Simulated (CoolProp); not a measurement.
Saturated liquid density (kg/m³) of R1234ze(Z): the reference equation beside estimates from Tc = 150.1 °C, pc = 3.531 MPa, ω = 0.327. Rackett uses Z = 0.29056 − 0.08775 ω.

Model: reference Helmholtz-energy equation of state, Akasaka 2019, in CoolProp.

```csv
T (°C),reference,Rackett,van der Waals,Soave-Redlich-Kwong
40.95,1181,1085,628.1,954.6
48.45,1159,1065,616.9,935.0
56.05,1136,1045,605.0,914.1
63.65,1112,1023,592.7,891.8
71.25,1088,1001,579.7,868.2
78.85,1062,977.5,566.1,843.0
86.35,1034,953.2,551.9,816.4
93.95,1005,927.1,536.6,787.3
101.55,973.9,899.2,520.1,755.9
109.15,939.7,868.9,502.3,721.4
116.75,902.0,835.5,482.8,683.3
124.35,859.2,797.8,460.8,640.4
131.85,809.5,754.1,435.8,591.2
139.45,745.8,697.7,404.4,530.0
```

Absolute difference from the reference over all 14 rows, mean and median: Rackett 7.6 and 7.8 %, van der Waals 46.5 and 46.6 %, Soave-Redlich-Kwong 22.3 and 21.4 %.
